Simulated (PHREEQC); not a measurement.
# Acid mine or pickling water: speciation

Model water analysis in mg/L, 25 °C, pH 3.27, pe 12.3:

| constituent | mg/L |
|---|---|
| Na | 33.6 |
| K | 1.19 |
| Ca | 157 |
| Mg | 13.5 |
| Cl | 45.5 |
| S(6) as SO4 | 249 |
| Br | 0.64 |
| Fe(3) | 0.0301 |
| Cd | 7.6 |

Valence states are taken as typed.

All values are PHREEQC results (ion-association model, wateq4f.dat), not measurements.

This is a speciation only: nothing precipitates in the calculation.

### Question
What ionic strength does the model give?

### Answer
ionic strength 0.0134 mol/kgw.

### Question
In which forms is Fe present?

### Answer
FeOH+2 42 %, FeSO4+ 33 %, Fe(OH)2+ 18 %, Fe+3 5.5 %, Fe(SO4)2- 0.9 % of the Fe.

Saturation is exceeded, for instance for Hematite (slow to form), Goethite (slow to form); the values hold only as long as no solid forms.
